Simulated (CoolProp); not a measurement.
Model: reference Helmholtz-energy equation of state, Smukala 2000, in CoolProp.

**Question.** Give the vapour pressure (MPa), liquid density (kg/m³), surface tension (mN/m) of saturated ethylene at 255.1 K.

**Answer.** 
| T (K) | p (MPa) | liquid density (kg/m³) | surface tension (mN/m) |
|---|---|---|---|
| 255.1 | 2.66 | 408 | 3.09 |

Surface tension comes from a separate correlation (Mulero 2012).
